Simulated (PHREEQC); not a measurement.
Make-up at 25 °C: 74 mmol/kgw H2SO4, 94 mmol/kgw MnSO4, 0.051 mmol/kgw Fe2(SO4)3 and 20 mmol/kgw Ca(OH)2. Closed to the air; pH follows from the charge balance.

The numbers come from PHREEQC with the ion-association model, wateq4f.dat.

This is a speciation only: nothing precipitates in the calculation.

### Question
Order these Fe species by the share of Fe that they hold, largest first: Fe+3, FeHSO4+2, Fe(SO4)2-, FeOH+2, FeSO4+.

### Answer
FeSO4+ (64 %), Fe(SO4)2- (19 %), FeHSO4+2 (14 %), Fe+3 (2.7 %), FeOH+2 (0.22 %)

The pH is 1.49 and the ionic strength 0.298 mol/kgw. Examples of supersaturated solids here: Gypsum. Others may be too. Species that the database lacks are ignored.
